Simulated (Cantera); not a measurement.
## Ammonia decomposition in nitride growth gas

An isothermal, constant-pressure homogeneous reactor starts with 29.4 % NH3, 70.6 % N2, at 1675 K and 82000 Pa.

Cantera simulation using the gas-phase N/H chemistry of the illustrative SiF4/NH3 mechanism in the Surface Chemkin manual (1991); the numbers are that mechanism's predictions, not measurements. Walls and surfaces, which speed up NH3 decomposition in real reactors, are not modelled.

| t (s) | x NH3 | x N2 | x NH2 | x H2 | x N2H4 | x NH | x H |
|---|---|---|---|---|---|---|---|
| 0.000100 | 0.294 | 0.706 | 7.30e-6 | 3.66e-6 | 4.73e-10 | 2.12e-9 | 1.40e-8 |
| 0.000264 | 0.294 | 0.706 | 1.92e-5 | 9.89e-6 | 3.32e-9 | 1.88e-8 | 1.49e-8 |
| 0.000696 | 0.294 | 0.706 | 4.86e-5 | 3.04e-5 | 2.15e-8 | 1.06e-7 | 2.13e-8 |
| 0.00184 | 0.294 | 0.706 | 9.49e-5 | 0.000134 | 8.21e-8 | 2.99e-7 | 5.25e-8 |
| 0.00484 | 0.294 | 0.706 | 0.000108 | 0.000555 | 1.07e-7 | 3.72e-7 | 1.24e-7 |
| 0.0128 | 0.293 | 0.706 | 0.000107 | 0.00171 | 1.05e-7 | 3.96e-7 | 2.92e-7 |
| 0.0337 | 0.290 | 0.705 | 0.000104 | 0.00473 | 9.93e-8 | 4.44e-7 | 7.21e-7 |
| 0.0890 | 0.283 | 0.704 | 9.93e-5 | 0.0125 | 8.99e-8 | 5.20e-7 | 1.79e-6 |
| 0.235 | 0.267 | 0.702 | 9.15e-5 | 0.0317 | 7.63e-8 | 5.90e-7 | 4.38e-6 |
| 0.619 | 0.230 | 0.696 | 7.94e-5 | 0.0744 | 5.75e-8 | 6.01e-7 | 1.03e-5 |
| 1.63 | 0.164 | 0.685 | 6.02e-5 | 0.151 | 3.30e-8 | 5.22e-7 | 2.22e-5 |
| 4.31 | 0.0852 | 0.673 | 3.53e-5 | 0.242 | 1.14e-8 | 3.58e-7 | 4.02e-5 |
| 11.4 | 0.0312 | 0.664 | 1.49e-5 | 0.305 | 2.03e-9 | 1.77e-7 | 5.84e-5 |
| 30.0 | 0.00972 | 0.661 | 5.11e-6 | 0.330 | 2.38e-10 | 6.68e-8 | 6.93e-5 |
x: mole fraction; the columns are a selection and need not sum to one.

Equilibrium at this temperature and pressure: NH3 5.06e-6, N2 0.659, NH2 2.80e-9, H2 0.341, N2H4 <1e-12, NH 3.85e-11, H 7.54e-5 (gas phase only).
